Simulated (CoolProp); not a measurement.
Cyclopentane along the isobar 6.82 MPa: density (kg/m³) from the reference equation and from simpler models built on Tc = 238.6 °C, pc = 4.583 MPa, ω = 0.202; each cubic takes its own stable root.

Computed with CoolProp (reference Helmholtz-energy equation of state, Gedanitz 2015).

```tsv
T (°C)	phase	reference
153.95	liquid	607.2
164.85	liquid	592.7
175.85	liquid	577.3
186.75	liquid	561.1
197.75	liquid	543.5
208.65	liquid	524.5
219.65	liquid	503.0
230.55	liquid	478.3
241.55	supercritical	447.6
252.45	supercritical	406.2
263.45	supercritical	341.8
```

### Question
How far does each simpler model (van der Waals, Redlich-Kwong) lie from the reference over these 11 states: mean and median of the absolute difference, and the worst?

### Answer
- van der Waals: mean 29.6 %, median 31.6 %, worst -33.1 % at 153.95 °C and 6.82 MPa
- Redlich-Kwong: mean 11.3 %, median 11.0 %, worst -14.3 % at 241.55 °C and 6.82 MPa
